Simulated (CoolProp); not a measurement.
Hydrogen sulfide along the isobar 41.1 bar: density (kg/m³) from the reference equation and from simpler models built on Tc = 373.1 K, pc = 89.99 bar, ω = 0.101; each cubic takes its own stable root.

Computed with CoolProp (reference Helmholtz-energy equation of state, Lemmon 2006). It is a short technical equation, of lower accuracy than the large ones.

```
T (K)   phase  reference  van der Waals  Redlich-Kwong  Soave-Redlich-Kwong  Peng-Robinson
-----  ------  ---------  -------------  -------------  -------------------  -------------
216.9  liquid      945.9          622.4          914.6                917.2           1034
223.1  liquid      935.1          615.8          903.3                906.6           1023
229.3  liquid      924.0          609.1          891.6                895.7           1011
235.4  liquid      913.0          602.2          879.8                884.6          998.9
241.6  liquid      901.6          595.1          867.4                872.9          986.1
247.8  liquid      889.9          587.7          854.6                860.7          972.8
254    liquid      877.9          580.0          841.3                848.1          958.9
260.1  liquid      865.9          572.2          827.8                835.2          944.7
266.3  liquid      853.3          563.9          813.5                821.5          929.5
272.5  liquid      840.3          555.2          798.6                807.2          913.6
278.6  liquid      827.1          546.2          783.4                792.5          897.2
284.8  liquid      813.2          536.6          767.1                776.7          879.7
291    liquid      798.8          526.4          750.1                760.2          861.1
297.2  liquid      783.6          515.5          732.1                742.6          841.4
303.3  liquid      767.9          503.8          713.3                724.3          820.7
309.5  liquid      751.0          490.9          692.9                704.3          798.0
```
